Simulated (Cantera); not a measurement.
Charge: 1 mol FeS2, 0.2 mol SO3, 0.15 mol H2O, equilibrated at 1473.15 K and 10.0 mbar.

Equilibrium computed with Cantera from the NASA thermochemical tables; the gas is ideal and each condensed phase is pure. Candidate condensed phases: Fe, FeO, Fe(OH)2, Fe(OH)3, FeS, FeSO4, FeS2, Fe2O3, Fe2(SO4)3, Fe3O4, H2O, H2SO4, S; 22 gas species. FeS: taken at fixed stoichiometry. Equilibrium is a limit: real reactors are often held back by kinetics, nucleation or transport.

Base state: S2 0.477, SO2 0.340, H2O 0.133, H2 0.0250, SO 0.0110, H2S 0.00717, S2O 0.00532, SH 0.00159 (mole fractions); condensed: FeS(l).

What changes in the equilibrium state with this change: pressure from 10.0 mbar to 1.00 bar?


| species | before | after |
|---|---|---|
| S2 | 0.477 | 0.470 |
| SO2 | 0.340 | 0.341 |
| H2O | 0.133 | 0.136 |
| H2 | 0.0250 | 0.00808 |
| H2S | 0.00717 | 0.0230 |
| S2O | 0.00532 | 0.0167 |
| SO | 0.0110 | 0.00348 |
| H | 2.00e-5 | 1.14e-6 |
| S | 0.000205 | 2.03e-5 |
| SH | 0.00159 | 0.000896 |
| FeS(l), mol | 1.000 | 1.00 |
